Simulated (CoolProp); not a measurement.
Vapour-liquid equilibrium of nitrogen (1) + methane (2) at 103.7 K; x and y are mole fractions of (1).

Computed with CoolProp (multi-fluid Helmholtz-energy mixture model, Span 2000 and Setzmann 1991; pair parameters Kunz 2012).

Task: Give the bubble pressure and the first vapour's composition at x = 0.05, 0.45, 0.95. Is there an azeotrope?

Result: x = 0.05: 133.4 kPa, y = 0.629; x = 0.45: 552.6 kPa, y = 0.927; x = 0.95: 943.8 kPa, y = 0.992. No azeotrope shows between x = 0.05 and 0.95.

Pair parameters are fitted to limited data, so mixtures are less certain than the pure fluids. The gap from Raoult's law changes sign with composition, which may be real or a fault of the pair parameters; it wasn't checked against measurements.
